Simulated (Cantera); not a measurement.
A Cantera script and its output.

```python
import numpy as np
import cantera as ct

gas = ct.Solution("gri30.yaml")


def delay(T, t_max=10):
    gas.TPX = T, 150000, {'C3H8': 1, 'O2': 6.17, 'N2': 23.2}
    reactor = ct.IdealGasReactor(gas, clone=False)
    net = ct.ReactorNet([reactor])
    net.rtol, net.atol = 1e-8, 1e-16
    while net.time < t_max:
        t_old, T_old = net.time, reactor.T
        net.step()
        if reactor.T > T + 400:  # ignition: a rise of 400 K
            return t_old + (T + 400 - T_old) / (reactor.T - T_old) * (net.time - t_old)
    return np.nan


taus = []
for T in [1298, 1398, 1498, 1598, 1698, 1798, 1898, 1998, 2098, 2198]:
    taus.append(delay(T))
    print(f"T0 = {T:6g} K   tau = {taus[-1]:.4e} s")
```

Output:

```
T0 =   1298 K   tau = 7.6274e-04 s
T0 =   1398 K   tau = 1.7116e-04 s
T0 =   1498 K   tau = 5.4773e-05 s
T0 =   1598 K   tau = 2.3458e-05 s
T0 =   1698 K   tau = 1.2484e-05 s
T0 =   1798 K   tau = 7.7447e-06 s
T0 =   1898 K   tau = 5.3466e-06 s
T0 =   1998 K   tau = 3.9768e-06 s
T0 =   2098 K   tau = 3.1189e-06 s
T0 =   2198 K   tau = 2.5456e-06 s
```

Cantera simulation using GRI-Mech 3.0 (53 species, 325 reactions); the numbers are that mechanism's predictions, not measurements. GRI-Mech 3.0 was tuned for natural gas; its chemistry of propane as a main component is partial and can be far from experiment. Where the delays flatten at high temperature, the 400 K rule measures the pace of heat release, not the induction time.
